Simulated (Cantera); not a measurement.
Feed: 1 mol CuO, 2200 mol H2, 16 mol N2, equilibrated at 1600 K and 0.100 bar.

Method: chemical equilibrium by Gibbs-energy minimisation in Cantera with the NASA 1993 tables (ideal gas, pure condensed phases). Candidate condensed phases: Cu, CuO, Cu(OH)2, Cu2O, H2O; 27 gas species. Equilibrium is a limit: real reactors are often held back by kinetics, nucleation or transport.

Base state: H2 0.992, N2 0.00722, H2O 0.000451, Cu 0.000398, H 0.000171 (mole fractions); condensed: Cu(l).

**Question.** What changes in the equilibrium state with this change: pressure from 0.100 bar to 0.0120 bar?

**Answer.** 
```json
[
 {"species": "H2", "before": "0.992", "after": "0.991"},
 {"species": "N2", "before": "0.00722", "after": "0.00722"},
 {"species": "H", "before": "0.000171", "after": "0.000494"},
 {"species": "Cu", "before": "0.000398", "after": "0.000451"},
 {"species": "H2O", "before": "0.000451", "after": "0.000451"},
 {"species": "Cu(l), mol", "before": "0.117", "after": "0"}
]
```
